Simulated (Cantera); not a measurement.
An adiabatic, constant-pressure homogeneous reactor starts with H₂ : O₂ : N₂ = 1 : 0.649 : 2.44 (molar parts), equivalence ratio 0.77, at 1500 K and 825 Torr. Integrator tolerance rtol = 1e-08.

Detailed kinetics in Cantera: GRI-Mech 3.0 (53 species, 325 reactions).

**Question.** What does this change do: pressure from 825 Torr to 188 Torr?

**Answer.** 
```json
[
 {"quantity": "time of steepest temperature rise", "before": "12.1 µs", "after": "51.2 µs"},
 {"quantity": "temperature at 0.300 s", "before": "2769 K", "after": "2659 K"},
 {"quantity": "equilibrium temperature", "before": "2769 K", "after": "2659 K"},
 {"quantity": "x(H₂) at 0.300 s", "before": "0.0223 (gas-phase equilibrium 0.0223)", "after": "0.0274 (gas-phase equilibrium 0.0274)"},
 {"quantity": "x(O₂) at 0.300 s", "before": "0.0357 (gas-phase equilibrium 0.0357)", "after": "0.0380 (gas-phase equilibrium 0.0380)"},
 {"quantity": "x(OH) at 0.300 s", "before": "0.0293 (gas-phase equilibrium 0.0293)", "after": "0.0314 (gas-phase equilibrium 0.0314)"},
 {"quantity": "x(HO₂) at 0.300 s", "before": "1.10e-5 (gas-phase equilibrium 1.10e-5)", "after": "6.09e-6 (gas-phase equilibrium 6.09e-6)"},
 {"quantity": "x(H) at 0.300 s", "before": "0.0105 (gas-phase equilibrium 0.0105)", "after": "0.0162 (gas-phase equilibrium 0.0162)"}
]
```
